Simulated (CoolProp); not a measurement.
R13 at several states: Z from the reference equation and from simpler models built on Tc = 29.9 °C, pc = 3973 kPa, ω = 0.175; each cubic takes its own stable root.

Model: reference Helmholtz-energy equation of state, Platzer 1990, in CoolProp. This equation is an older, rougher fit; its heat capacities, sound speeds and derivatives of the liquid may be far off and weren't checked against measurements.

```csv
T (°C),p (kPa),phase,reference,van der Waals,Redlich-Kwong
77.25,246,gas,0.9871,0.9870,0.9861
-47.95,24.6,gas,0.9944,0.9963,0.9951
108.75,5140,supercritical,…,…,…
109.05,14700,supercritical,…,0.6993,…
133.05,79,gas,0.9976,0.9972,0.9972
31.55,6180,supercritical,0.2675,…,…
```

Question: Some entries are withheld; supply them.

Answer: 
- 108.75, reference: 0.7896
- 108.75, van der Waals: 0.7475
- 108.75, Redlich-Kwong: 0.7693
- 109.05, reference: 0.6607
- 109.05, Redlich-Kwong: 0.6585
- 31.55, van der Waals: 0.3592
- 31.55, Redlich-Kwong: 0.2985
